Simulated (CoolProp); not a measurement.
A single-stage vapour-compression cycle with cis-2-butene: evaporating at 277.15 K (dew point), condensing at 328.15 K (bubble point), superheat 0 K, subcooling 2 K, compressor efficiency 0.7, no pressure losses. Each further row changes one setting.

Model: reference Helmholtz-energy equation of state, Lemmon 2005, in CoolProp. It is a short technical equation, of lower accuracy than the large ones.

```
case                              cooling COP  pressure ratio  discharge temperature (K)  refrigerating effect (kJ/kg)  volumetric capacity (kJ/m³)
--------------------------------  -----------  --------------  -------------------------  ----------------------------  ---------------------------
as stated                          (withheld)            4.97                      348.2                           303                          787
evaporating temperature 282.15 K   (withheld)            4.13                      345.4                           309                          955
condensing temperature 323.15 K    (withheld)            4.36                 (withheld)                           315                          818
subcooling 7 K                           3.28            4.97                      348.2                           315                          818
superheat 10 K                           3.18            4.97                 (withheld)                    (withheld)                   (withheld)
compressor efficiency 0.6                2.71            4.97                      357.2                           303                          787
```

Problem. Complete the blanks.

Solution. 
- as stated, cooling COP: 3.16
- evaporating temperature 282.15 K, cooling COP: 3.64
- condensing temperature 323.15 K, cooling COP: 3.59
- condensing temperature 323.15 K, discharge temperature (K): 342.2
- superheat 10 K, discharge temperature (K): 358.6
- superheat 10 K, refrigerating effect (kJ/kg): 317
- superheat 10 K, volumetric capacity (kJ/m³): 792
